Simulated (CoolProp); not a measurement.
Ethanol along the isotherm 559.8 K: fugacity coefficient from the reference equation and from simpler models built on Tc = 514.7 K, pc = 6.268 MPa, ω = 0.644; each cubic takes its own stable root.

Model: reference Helmholtz-energy equation of state, Schroeder 2014, in CoolProp.

```tsv
p (MPa)	phase	reference
1.42	gas	0.9554
2.85	gas	0.9108
4.27	gas	0.8666
5.7	gas	0.8217
7.12	supercritical	0.7763
8.55	supercritical	0.7290
9.97	supercritical	0.6805
11.4	supercritical	0.6321
12.8	supercritical	0.5890
14.2	supercritical	0.5521
15.7	supercritical	0.5188
```

Problem. How far does each simpler model (van der Waals, Redlich-Kwong, Soave-Redlich-Kwong, Peng-Robinson) lie from the reference over these 11 states: mean and median of the absolute difference, and the worst?

Solution. 
- van der Waals: mean 6.7 %, median 7.8 %, worst -10.4 % at 559.8 K and 11.4 MPa
- Redlich-Kwong: mean 8.0 %, median 9.6 %, worst -11.3 % at 559.8 K and 11.4 MPa
- Soave-Redlich-Kwong: mean 2.3 %, median 2.4 %, worst -3.9 % at 559.8 K and 8.55 MPa
- Peng-Robinson: mean 5.7 %, median 6.1 %, worst -7.9 % at 559.8 K and 9.97 MPa
